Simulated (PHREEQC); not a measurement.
## Acid rinse or clean: an equilibrium model

A solution holds 0.0068 mol/kgw HBr and 0.0033 mol/kgw MnSO4, at 86 °C. Closed to the air; pH follows from the charge balance.

Equilibrium calculation in PHREEQC: Pitzer model, pitzer.dat.

```json
{
  "pH": "2.38",
  "ionic_strength": "0.0161 mol/kgw",
  "specific_conductance": "6890 µS/cm",
  "osmotic_coefficient": "0.911",
  "total_alkalinity": "-6.80 meq/kg"
}
```

| species | molality | activity | log γ |
|---|---|---|---|
| Br- | 0.00680 | 0.00583 | -0.067 |
| H+ | 0.00485 | 0.00420 | -0.062 |
| Mn+2 | 0.00330 | 0.00174 | -0.278 |
| HSO4- | 0.00195 | 0.00167 | -0.066 |
| SO4-2 | 0.00135 | 0.000660 | -0.312 |

Precipitation was switched off in this run. Away from 25 °C the constants follow the database's enthalpies or fits; those with neither stay at their 25 °C values.
